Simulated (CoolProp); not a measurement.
Vapour-liquid equilibrium of propane (1) + R114 (2) at 1.06 MPa; x and y are mole fractions of (1).

Model: multi-fluid Helmholtz-energy mixture model, Lemmon 2009 and Platzer 1990; pair parameters Bell 2016, in CoolProp. This equation is an older, rougher fit; its heat capacities, sound speeds and derivatives of the liquid may be far off and weren't checked against measurements.

| x | bubble temperature (K) | y at the bubble point | dew temperature at overall composition x (K) | liquid density (mol/L) |
|---|---|---|---|---|
| 0.05 | 353.4 | 0.133 | [?] | 7.433 |
| 0.2 | 339.1 | 0.431 | 350.4 | 7.993 |
| 0.35 | [?] | 0.618 | 343.3 | [?] |
| 0.5 | [?] | [?] | 335.4 | 9.028 |
| 0.65 | [?] | [?] | 326.5 | 9.559 |
| 0.8 | 308.7 | 0.911 | 316.5 | 10.13 |
| 0.95 | [?] | 0.978 | 305.9 | 10.78 |

Question: Some entries are withheld; supply them.

Answer: 
- 0.05, dew temperature at overall composition x (K): 357.0
- 0.35, bubble temperature (K): 328.5
- 0.35, liquid density (mol/L): 8.515
- 0.5, bubble temperature (K): 320.4
- 0.5, y at the bubble point: 0.743
- 0.65, bubble temperature (K): 314.1
- 0.65, y at the bubble point: 0.835
- 0.95, bubble temperature (K): 303.9

No azeotrope shows between x = 0.05 and 0.95.

The pair parameters rest on a limited set of measurements; away from them the model extrapolates.
